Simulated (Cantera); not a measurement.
A closed system holds: 1 mol Na2CO3, 3.9 mol O2, 0.11 mol H2O, at 898 K and 10.0 mbar.

Method: chemical equilibrium by Gibbs-energy minimisation in Cantera with the NASA 1993 tables (ideal gas, pure condensed phases). Candidate condensed phases: C, C6H6, C7H8, C8H18, H2O, Na, NaOH, NaO2, Na2CO3, Na2O, Na2O2; 117 gas species. Rates play no part.

Base state: O2 0.973, H2O 0.0274, NaOH 2.37e-5, CO2 1.19e-5 (mole fractions); condensed: Na2CO3(s).

Q: What changes in the equilibrium state with this change: temperature from 898 K to 1773.15 K?

A: 
```csv
species,before,after
O2,0.973,0.589
Na,<1e-9,0.242
CO2,1.19e-5,0.136
NaOH,2.37e-5,0.0260
H2O,0.0274,0.00178
NaO,<1e-9,0.00357
O,<1e-9,0.000722
CO,<1e-9,0.000274
Na2O,<1e-9,3.28e-5
OH,3.04e-8,0.000320
"Na2CO3(s), mol",1.000,0
```
